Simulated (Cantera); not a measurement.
Iron carbonyl, mercury and lead vapours: PbO + CO + N2

Input: 1 mol PbO, a varied amount of CO, 90 mol N2, at 825 K and 0.133 bar.

These are equilibrium values from Cantera (NASA tables, ideal gas, pure condensed phases), not measurements of a reactor. Candidate condensed phases: C, Pb, PbO, PbO2, Pb3O4; 27 gas species. The numbers say what is thermodynamically allowed, not how fast it happens.

From 0.75 mol CO to 0.99 mol CO the condensed part is Pb(l) + PbO(yellow). From 1.3 mol CO to 3.9 mol CO the condensed part is Pb(l). The main Pb-bearing gas is Pb throughout.

```tsv
n(CO) (mol)	log p N2	log p CO	log p CO2	log p Pb	n Pb(l)	n PbO(yellow)
0.75	-0.88	-7.66	-2.96	-6.84	0.750	0.250
0.99	-0.88	-7.54	-2.84	-6.84	0.990	0.0100
1.3	-0.88	-3.36	-2.84	-6.84	1.000	0
1.7	-0.88	-2.99	-2.84	-6.84	1.000	0
2.3	-0.89	-2.73	-2.84	-6.84	1.000	0
3	-0.89	-2.54	-2.84	-6.84	1.000	0
3.9	-0.89	-2.39	-2.85	-6.84	1.000	0
```
log p: log10 of the partial pressure in bar; n: condensed amount in mol.
